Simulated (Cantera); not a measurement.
Charge: 1 mol AlN, 4.8 mol H2, at 1050 °C and 5.80 mbar.

Method: chemical equilibrium by Gibbs-energy minimisation in Cantera with the NASA 1993 tables (ideal gas, pure condensed phases). Candidate condensed phases: Al, AlN; 13 gas species. Rates play no part.

Base state: H2 1.000, H 2.09e-5 (mole fractions); condensed: AlN(s).

Task: What changes in the equilibrium state with this change: temperature from 1050 °C to 1652 °C?

Result: 
| species | before | after |
|---|---|---|
| H2 | 1.000 | 0.896 |
| Al | 3.35e-7 | 0.0603 |
| N2 | 2.01e-7 | 0.0309 |
| H | 2.09e-5 | 0.0119 |
| AlH | 6.72e-8 | 0.00144 |
| AlN(s), mol | 1.000 | 0.672 |
